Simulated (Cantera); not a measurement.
A closed system holds: 1 mol BN, 210 mol H2, 3.2 mol N2, 1.7 mol NF3, at 323 Torr.

Equilibrium computed with Cantera from the NASA thermochemical tables; the gas is ideal and each condensed phase is pure. Candidate condensed phases: B, BN; 31 gas species. The numbers say what is thermodynamically allowed, not how fast it happens. All values below are at 1223 K.

Base state: H2 0.965, N2 0.0210, HF 0.00973, BF3 0.00458, BHF2 3.76e-5, NH3 1.02e-5 (mole fractions); condensed: gas only.

Question: What changes in the equilibrium state with this change: NF3 from 1.7 to 8 mol?

Answer: 
| species | before | after |
|---|---|---|
| H2 | 0.965 | 0.870 |
| HF | 0.00973 | 0.0916 |
| N2 | 0.0210 | 0.0336 |
| BF3 | 0.00458 | 0.00436 |
| BHF2 | 3.76e-5 | 3.43e-6 |
| NH3 | 1.02e-5 | 1.10e-5 |
